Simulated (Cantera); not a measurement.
A perfectly stirred reactor is fed with CO : H2 : O2 : N2 = 1 : 1.2 : 0.786 : 2.95 (molar parts), equivalence ratio 1.4, at 1.01 bar; it is adiabatic with a 548 K inlet, and is followed from long to short residence time, starting on the burning branch (τ in s: 0.021, 0.013, 0.0079, 0.0049, 0.003, 0.0019, 0.0012, 0.00072, 0.00045, 0.00028, 0.00017, 0.00011, 6.6e-05).

Computed with Cantera and GRI-Mech 3.0 (53 species, 325 reactions).

### Question
Predict: blow-out, bracketed by the residence times tried; x(CO) at τ = 21.0 ms; x(H2) at τ = 21.0 ms; x(O2) at τ = 21.0 ms; x(H2O) at τ = 21.0 ms; x(N2O) at τ = 21.0 ms; x(CO) at τ = 1.20 ms; x(H2) at τ = 1.20 ms; x(O2) at τ = 1.20 ms; x(H2O) at τ = 1.20 ms; x(N2O) at τ = 1.20 ms.

### Answer
blow-out, bracketed by the residence times tried: burning at 66.0 µs, the shortest tried
x(CO) at τ = 21.0 ms: 0.0954
x(H2) at τ = 21.0 ms: 0.0316
x(O2) at τ = 21.0 ms: 0.00196
x(H2O) at τ = 21.0 ms: 0.193
x(N2O) at τ = 21.0 ms: 5.68e-8
x(CO) at τ = 1.20 ms: 0.100
x(H2) at τ = 1.20 ms: 0.0365
x(O2) at τ = 1.20 ms: 0.00817
x(H2O) at τ = 1.20 ms: 0.176
x(N2O) at τ = 1.20 ms: 4.55e-8
